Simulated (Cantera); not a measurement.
A freely propagating, adiabatic, planar premixed flame of 11.7 % CH₄, 3.38 % H₂, 17.8 % O₂, 67.1 % N₂, unburnt at 650 K and 1650 Torr; mixture-averaged transport, grid criteria slope 0.08 and curve 0.16, no radiation.

Detailed kinetics in Cantera: GRI-Mech 3.0 (53 species, 325 reactions). Burning velocities carry a grid error of a few per cent, more on coarse grids.

**Question.** Predict: laminar burning velocity; thermal thickness; peak x(O); peak x(CH₂CO).

**Answer.** 
```json
{
 "laminar_burning_velocity": "82.6 cm/s",
 "thermal_thickness": "0.230 mm",
 "peak x(O)": "0.000243",
 "peak x(CH₂CO)": "0.000367"
}
```
